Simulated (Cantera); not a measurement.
Adiabatic ignition

An adiabatic, constant-pressure homogeneous reactor starts with CO : H₂ : O₂ : N₂ = 1 : 0.77 : 1.4 : 8.01 (molar parts), at 1148 K and 1.00 bar.

Computed with Cantera and GRI-Mech 3.0 (53 species, 325 reactions).

```csv
t (s),T (K),x CO,x H₂,x O₂,x N₂O,x NO₂,x NO,x H₂O₂
6.00e-6,1148,0.0894,0.0689,0.125,<1e-12,<1e-12,<1e-12,1.17e-12
2.43e-5,1148,0.0894,0.0689,0.125,<1e-12,<1e-12,<1e-12,5.49e-11
9.81e-5,1200,0.0872,0.0511,0.115,5.65e-9,1.94e-11,5.88e-8,2.28e-6
0.000396,2076,0.0191,0.00312,0.0559,3.03e-7,1.77e-8,5.75e-5,1.25e-7
0.00160,2251,0.00639,0.000896,0.0514,4.01e-7,8.79e-8,0.000168,6.39e-8
0.00648,2277,0.00417,0.000585,0.0505,3.65e-7,2.50e-7,0.000444,6.73e-8
0.0262,2275,0.00414,0.000581,0.0500,3.64e-7,8.01e-7,0.00143,6.67e-8
0.106,2270,0.00406,0.000573,0.0487,3.68e-7,2.35e-6,0.00422,6.50e-8
0.428,2266,0.00400,0.000565,0.0474,3.77e-7,3.74e-6,0.00675,6.34e-8
1.73,2265,0.00400,0.000565,0.0473,3.78e-7,3.81e-6,0.00688,6.34e-8
7.00,2265,0.00400,0.000565,0.0473,3.78e-7,3.81e-6,0.00688,6.34e-8
```
x: mole fraction; the columns are a selection and need not sum to one.

| Property | Value |
|---|---|
| time of steepest temperature rise | 0.109 ms |
| temperature at 7.00 s | 2265 K |
| equilibrium temperature | 2265 K |
| x(CO) at 7.00 s | 0.00400 (gas-phase equilibrium 0.00400) |
| x(H₂) at 7.00 s | 0.000565 (gas-phase equilibrium 0.000565) |
| x(O₂) at 7.00 s | 0.0473 (gas-phase equilibrium 0.0473) |
